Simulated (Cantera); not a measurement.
A closed system holds: 1 mol Ti(OiPr)4, 0.64 mol C3H8, 190 mol H2, equilibrated at 1873.15 K and 0.0670 bar.

These are equilibrium values from Cantera (NASA tables, ideal gas, pure condensed phases), not measurements of a reactor. Candidate condensed phases: C, C6H6, C7H8, C8H18, H2O, Ti, TiC, TiO, TiO2, Ti2O3, Ti3O5, Ti4O7; 113 gas species. The feed counts by its element totals alone. TiC: taken at fixed stoichiometry. Equilibrium is a limit: real reactors are often held back by kinetics, nucleation or transport.

Base state: H2 0.978, CO 0.0190, H 0.00247, C2H2 (acetylene) 0.000306, CH4 3.91e-5 (mole fractions); condensed: C(graphite) + TiC(s).

Question: What changes in the equilibrium state with this change: temperature from 1873.15 K to 1375 K?

Answer: 
```csv
species,before,after
H2,0.978,0.981
CO,0.0190,0.0190
CH4,3.91e-5,0.000321
H,0.00247,1.31e-5
C2H2 (acetylene),0.000306,1.74e-6
"C(graphite), mol",8.78,8.85
"TiC(s), mol",1.00,1.00
```

Question: What changes in the equilibrium state with this change: temperature from 1873.15 K to 1125 K?

Answer: 
```tsv
species	before	after
H2	0.978	0.987
CO	0.0190	0.0111
CH4	3.91e-5	0.00188
H	0.00247	1.71e-7
C2H2 (acetylene)	0.000306	2.27e-8
H2O	2.50e-7	4.74e-5
C(graphite), mol	8.78	11.2
TiC(s), mol	1.00	0
Ti3O5(s), mol	0	0.333
```
